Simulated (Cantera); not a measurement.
A Cantera script and its output.

```python
import numpy as np
import cantera as ct

gas = ct.Solution("gri30.yaml")
gas.TPX = 1225, 100000, {'CH4': 1, 'N2': 10}
reactor = ct.IdealGasConstPressureReactor(gas, energy="off", clone=False)
net = ct.ReactorNet([reactor])
net.rtol, net.atol = 1e-08, 1e-18
show = ['CH4', 'C2H', 'HCN', 'C2H6', 'C2H2', 'CH2', 'H']
times = np.geomspace(1e-06, 200, 14)

steps = ct.SolutionArray(gas, extra=["t"])
rows = []
print(f"{'t/s':>10s}{'T/K':>9s}{'P/Pa':>11s}" + "".join(f"{s:>11s}" for s in show))
for t in times:
    while net.time < t:
        t_next = net.step()
        steps.append(gas.state, t=t_next)
    rows.append([np.interp(t, steps.t, y) for y in (steps.T, steps.P, *steps(*show).X.T)])
    print(f"{t:10.3e}{rows[-1][0]:9.1f}{rows[-1][1]:11.4g}" + "".join(f"{x:11.3e}" for x in rows[-1][2:]))
rate = np.gradient(steps.T, steps.t)
print("integrator steps:", len(steps.t))
if steps.T.max() > steps.T[0] + 200:
    print(f"time of steepest temperature rise: {steps.t[rate.argmax()]:.4e} s")
gas.TPX = 1225, 100000, {'CH4': 1, 'N2': 10}
gas.equilibrate("TP")
print(f"equilibrium (TP): T = {gas.T:.1f} K  " + "  ".join(f"{s} {gas[s].X[0]:.3e}" for s in show))
```

Output:

```
       t/s      T/K       P/Pa        CH4        C2H        HCN       C2H6       C2H2        CH2          H
 1.000e-06   1225.0      1e+05  9.091e-02  3.430e-44  1.812e-27  1.508e-20  2.914e-31  7.237e-22  1.786e-11
 4.351e-06   1225.0      1e+05  9.091e-02  1.526e-40  4.564e-26  2.108e-18  1.848e-28  3.342e-20  3.406e-11
 1.893e-05   1225.0      1e+05  9.091e-02  1.212e-36  1.047e-24  2.436e-16  3.107e-25  5.211e-19  3.584e-11
 8.234e-05   1225.0      1e+05  9.091e-02  5.633e-33  2.106e-23  2.214e-14  2.942e-22  6.411e-18  3.584e-11
 3.582e-04   1225.0      1e+05  9.091e-02  1.313e-29  4.049e-22  1.861e-12  1.493e-19  1.017e-16  3.584e-11
 1.558e-03   1225.0      1e+05  9.091e-02  2.293e-26  7.805e-21  1.518e-10  6.135e-17  1.815e-15  3.587e-11
 6.780e-03   1225.0      1e+05  9.091e-02  4.446e-23  1.829e-19  1.151e-08  2.804e-14  2.969e-14  3.636e-11
 2.950e-02   1225.0      1e+05  9.091e-02  4.457e-20  3.449e-18  3.833e-07  7.949e-12  1.454e-13  3.864e-11
 1.283e-01   1225.0      1e+05  9.090e-02  1.209e-18  2.254e-17  2.763e-06  4.465e-10  1.839e-13  4.106e-11
 5.583e-01   1225.0      1e+05  9.088e-02  1.602e-17  1.233e-16  1.269e-05  2.049e-08  3.066e-13  5.390e-11
 2.429e+00   1225.0      1e+05  9.077e-02  6.102e-16  7.780e-16  4.395e-05  1.645e-06  6.925e-13  1.466e-10
 1.057e+01   1225.0      1e+05  9.026e-02  2.421e-14  5.315e-15  6.622e-05  8.788e-05  9.710e-13  7.664e-10
 4.597e+01   1225.0      1e+05  8.803e-02  2.310e-13  3.825e-14  5.299e-05  1.016e-03  8.198e-13  3.577e-09
 2.000e+02   1225.0      1e+05  7.979e-02  8.447e-13  2.897e-13  2.970e-05  4.411e-03  5.524e-13  1.214e-08
integrator steps: 1054
equilibrium (TP): T = 1225.0 K  CH4 4.162e-02  C2H 1.742e-12  HCN 2.665e-02  C2H6 2.393e-05  C2H2 6.123e-03  CH2 6.427e-13  H 7.991e-08
```

Model: GRI-Mech 3.0 (53 species, 325 reactions), integrated in Cantera. GRI-Mech 3.0 stops at C3 and has no aromatics, soot or wall deposition, so with more carbon than oxygen in the feed, carbon stays in small species such as C2H2 where larger ones or solid carbon would form.
